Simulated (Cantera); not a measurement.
A Cantera script and what it prints.

```python
import numpy as np
import cantera as ct

gas_names = """
    CL CL2 H HCL H2 N NH NH2 NH3 N2 N2H2 N2H4 Si SiCL SiCL2 SiCL3 SiCL4 SiH SiHCL3 SiH2 SiH2CL2 SiH3
    SiH3CL SiH4 SiN Si2 Si2N Si3
""".split()
cond_names = """
    NH4CL(a) NH4CL(b) Si(cr) Si(L) Si3N4(a)
""".split()


# ... load() reads the species with a 1 bar reference pressure and builds the phases ...
atoms = {
    'SiHCl3': {'Si': 1, 'H': 1, 'CL': 3},
    'N2': {'N': 2},
    'H2': {'H': 2},
}
top_T = {'Si3N4(a)': 2400}  # K; cautious upper limits of use, not melting points


# ... equilibrate(T, P, feed) seeds the gas with the atoms and calls Mixture.equilibrate('TP', solver="vcs", rtol=1e-11, max_steps=5000) ...
results = []
T = 1175  # K
P = 1000  # Pa
for m in [1.5, 1.9, 2.3, 2.9, 3.6, 4.4, 5.5, 6.8, 8.4, 10, 13]:
    feed = {'SiHCl3': 1, 'N2': m, 'H2': 1.4}  # mol
    mix = equilibrate(T, P, feed)
    results.append((T, P, feed, dict(zip(mix.species_names, mix.species_moles))))
    x = sorted(zip(gas.X, gas.species_names), reverse=True)
    print(f"T = {T:g} K  P = {P:g} Pa  n(N2) = {m:g} mol  gas = {mix.phase_moles(0):.4g} mol")
    print("   x: " + "  ".join(f"{s} {v:.3e}" for v, s in x if v > 0.001))
    print("   condensed (mol): " + ("  ".join(f"{mix.phase(i).name} {mix.phase_moles(i):.4g}"
          for i in range(1, mix.n_phases) if mix.phase_moles(i) > 1e-12) or "none"))
```

Result:

```
T = 1175 K  P = 1000 Pa  n(N2) = 1.5 mol  gas = 4.143 mol
   x: HCL 4.475e-01  N2 2.479e-01  H2 2.344e-01  SiCL4 6.673e-02  SiCL3 1.999e-03
   condensed (mol): Si3N4(a) 0.2365
T = 1175 K  P = 1000 Pa  n(N2) = 1.9 mol  gas = 4.548 mol
   x: HCL 4.210e-01  N2 3.115e-01  H2 2.069e-01  SiCL4 5.761e-02  SiCL3 1.724e-03
   condensed (mol): Si3N4(a) 0.2416
T = 1175 K  P = 1000 Pa  n(N2) = 2.3 mol  gas = 4.952 mol
   x: HCL 3.962e-01  N2 3.653e-01  H2 1.853e-01  SiCL4 5.063e-02  SiCL3 1.524e-03
   condensed (mol): Si3N4(a) 0.2456
T = 1175 K  P = 1000 Pa  n(N2) = 2.9 mol  gas = 5.556 mol
   x: N2 4.319e-01  HCL 3.630e-01  H2 1.602e-01  SiCL4 4.272e-02  SiCL3 1.305e-03
   condensed (mol): Si3N4(a) 0.2503
T = 1175 K  P = 1000 Pa  n(N2) = 3.6 mol  gas = 6.26 mol
   x: N2 4.938e-01  HCL 3.302e-01  H2 1.382e-01  SiCL4 3.596e-02  SiCL3 1.121e-03
   condensed (mol): Si3N4(a) 0.2545
T = 1175 K  P = 1000 Pa  n(N2) = 4.4 mol  gas = 7.064 mol
   x: N2 5.497e-01  HCL 2.992e-01  H2 1.192e-01  SiCL4 3.029e-02
   condensed (mol): Si3N4(a) 0.2584
T = 1175 K  P = 1000 Pa  n(N2) = 5.5 mol  gas = 8.168 mol
   x: N2 6.091e-01  HCL 2.649e-01  H2 1.001e-01  SiCL4 2.469e-02
   condensed (mol): Si3N4(a) 0.2626
T = 1175 K  P = 1000 Pa  n(N2) = 6.8 mol  gas = 9.472 mol
   x: N2 6.616e-01  HCL 2.334e-01  H2 8.381e-02  SiCL4 2.007e-02
   condensed (mol): Si3N4(a) 0.2665
T = 1175 K  P = 1000 Pa  n(N2) = 8.4 mol  gas = 11.08 mol
   x: N2 7.096e-01  HCL 2.038e-01  H2 6.960e-02  SiCL4 1.614e-02
   condensed (mol): Si3N4(a) 0.2704
T = 1175 K  P = 1000 Pa  n(N2) = 10 mol  gas = 12.68 mol
   x: N2 7.456e-01  HCL 1.810e-01  H2 5.932e-02  SiCL4 1.337e-02
   condensed (mol): Si3N4(a) 0.2735
T = 1175 K  P = 1000 Pa  n(N2) = 13 mol  gas = 15.68 mol
   x: N2 7.934e-01  HCL 1.498e-01  H2 4.620e-02  SiCL4 9.938e-03
   condensed (mol): Si3N4(a) 0.2781
```

Equilibrium computed with Cantera from the NASA thermochemical tables; the gas is ideal and each condensed phase is pure. N2 is the only nitrogen source here; it is nearly inert below about 1500 K, so the nitride shown seldom forms there in practice. The tables' values for SiCl3 are old estimates; treat these amounts as uncertain.
